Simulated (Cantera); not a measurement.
A closed system holds: 1 mol Si, 2.7 mol HCl, 0.31 mol H2, held at 1125 K and 750 Torr.

Cantera equilibrium calculation (NASA polynomials, part measured and part estimated; ideal gas, pure solids and liquids). Candidate condensed phases: Si; 19 gas species. The tables' values for SiCl3 are old estimates; treat these amounts as uncertain. Equilibrium is a limit: real reactors are often held back by kinetics, nucleation or transport.

Base state: H2 0.659, SiCl4 0.215, SiHCl3 0.0810, HCl 0.0304, SiCl3 0.00722, SiH2Cl2 0.00374, SiCl2 0.00298, SiH3Cl 4.61e-5 (mole fractions); condensed: Si(s).

Task: What changes in the equilibrium state with this change: pressure from 750 Torr to 4800 Torr?

Result: 
| species | before | after |
|---|---|---|
| H2 | 0.659 | 0.653 |
| SiCl4 | 0.215 | 0.195 |
| SiHCl3 | 0.0810 | 0.119 |
| HCl | 0.0304 | 0.0186 |
| SiH3Cl | 4.61e-5 | 0.000178 |
| SiCl2 | 0.00298 | 0.00112 |
| Si(s), mol | 0.284 | 0.254 |

Task: What changes in the equilibrium state with this change: temperature from 1125 K to 1000 K?

Result: 
```csv
species,before,after
H2,0.659,0.672
SiCl4,0.215,0.223
SiHCl3,0.0810,0.0871
HCl,0.0304,0.0121
SiCl2,0.00298,0.000371
SiCl3,0.00722,0.00185
SiH3Cl,4.61e-5,3.95e-5
"Si(s), mol",0.284,0.276
```

Task: What changes in the equilibrium state with this change: Si replaced by SiCl4?

Result: 
```json
[
 {"species": "HCl", "before": "0.0304", "after": "0.674"},
 {"species": "SiCl4", "before": "0.215", "after": "0.249"},
 {"species": "H2", "before": "0.659", "after": "0.0767"},
 {"species": "SiHCl3", "before": "0.0810", "after": "0.000492"},
 {"species": "SiH3Cl", "before": "4.61e-5", "after": "<1e-9"},
 {"species": "SiH2Cl2", "before": "0.00374", "after": "1.19e-7"},
 {"species": "SiCl2", "before": "0.00298", "after": "8.18e-7"},
 {"species": "Si(s), mol", "before": "0.284", "after": "0"}
]
```
